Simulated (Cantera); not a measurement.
Input (Python, Cantera):

```python
import numpy as np
import cantera as ct

gas = ct.Solution("gri30.yaml")
gas.TPX = 2525, 1000, {'CH4': 0.036, 'H2': 1, 'O2': 0.012}
reactor = ct.IdealGasConstPressureReactor(gas, energy="off", clone=False)
net = ct.ReactorNet([reactor])
net.rtol, net.atol = 1e-08, 1e-18
show = ['CH4', 'H2', 'O2', 'CH3', 'HO2', 'H2O2', 'C2H6']
times = np.geomspace(0.0002, 70, 15)

steps = ct.SolutionArray(gas, extra=["t"])
rows = []
print(f"{'t/s':>10s}{'T/K':>9s}{'P/Pa':>11s}" + "".join(f"{s:>11s}" for s in show))
for t in times:
    while net.time < t:
        t_next = net.step()
        steps.append(gas.state, t=t_next)
    rows.append([np.interp(t, steps.t, y) for y in (steps.T, steps.P, *steps(*show).X.T)])
    print(f"{t:10.3e}{rows[-1][0]:9.1f}{rows[-1][1]:11.4g}" + "".join(f"{x:11.3e}" for x in rows[-1][2:]))
rate = np.gradient(steps.T, steps.t)
print("integrator steps:", len(steps.t))
if steps.T.max() > steps.T[0] + 200:
    print(f"time of steepest temperature rise: {steps.t[rate.argmax()]:.4e} s")
gas.TPX = 2525, 1000, {'CH4': 0.036, 'H2': 1, 'O2': 0.012}
gas.equilibrate("TP")
print(f"equilibrium (TP): T = {gas.T:.1f} K  " + "  ".join(f"{s} {gas[s].X[0]:.3e}" for s in show))
```

It prints:

```
       t/s      T/K       P/Pa        CH4         H2         O2        CH3        HO2       H2O2       C2H6
 2.000e-04   2525.0       1000  3.014e-02  9.459e-01  9.764e-03  3.855e-03  1.202e-05  3.806e-07  1.078e-06
 4.978e-04   2525.0       1000  2.232e-02  9.279e-01  3.631e-03  8.743e-03  2.030e-06  8.246e-08  2.962e-06
 1.239e-03   2525.0       1000  1.187e-02  9.217e-01  2.954e-05  6.921e-03  1.223e-08  5.493e-10  1.307e-06
 3.084e-03   2525.0       1000  4.173e-03  9.238e-01  3.030e-08  2.835e-03  3.698e-11  2.091e-12  1.881e-07
 7.674e-03   2525.0       1000  1.211e-03  9.212e-01  3.397e-08  9.817e-04  3.596e-11  1.955e-12  1.867e-08
 1.910e-02   2525.0       1000  5.956e-04  9.162e-01  2.646e-08  5.803e-04  2.398e-11  1.216e-12  5.283e-09
 4.754e-02   2525.0       1000  2.710e-04  9.081e-01  8.026e-09  3.321e-04  5.929e-12  2.708e-13  1.307e-09
 1.183e-01   2525.0       1000  5.851e-05  8.884e-01  1.803e-10  9.992e-05  9.760e-14  4.242e-15  7.628e-11
 2.945e-01   2525.0       1000  3.179e-06  8.474e-01  1.232e-17  8.486e-06  4.329e-21  1.973e-22  2.984e-13
 7.329e-01   2525.0       1000  1.088e-06  7.861e-01  2.977e-19  4.651e-06  6.550e-23  3.160e-24  4.591e-14
 1.824e+00   2525.0       1000  6.101e-07  7.411e-01  1.729e-19  3.433e-06  2.912e-23  1.448e-24  1.699e-14
 4.540e+00   2525.0       1000  5.609e-07  7.340e-01  1.600e-19  3.284e-06  2.593e-23  1.294e-24  1.471e-14
 1.130e+01   2525.0       1000  5.606e-07  7.340e-01  1.600e-19  3.283e-06  2.591e-23  1.293e-24  1.470e-14
 2.813e+01   2525.0       1000  5.606e-07  7.340e-01  1.600e-19  3.283e-06  2.591e-23  1.293e-24  1.470e-14
 7.000e+01   2525.0       1000  5.606e-07  7.340e-01  1.600e-19  3.283e-06  2.591e-23  1.293e-24  1.470e-14
integrator steps: 2072
equilibrium (TP): T = 2525.0 K  CH4 5.643e-07  H2 7.340e-01  O2 1.621e-19  CH3 3.305e-06  HO2 2.626e-23  H2O2 1.310e-24  C2H6 1.488e-14
```

Computed with Cantera and GRI-Mech 3.0 (53 species, 325 reactions). GRI-Mech 3.0 stops at C3 and has no aromatics, soot or wall deposition, so with more carbon than oxygen in the feed, carbon stays in small species such as C2H2 where larger ones or solid carbon would form. Radical loss at walls, strong at low pressure, is not modelled.
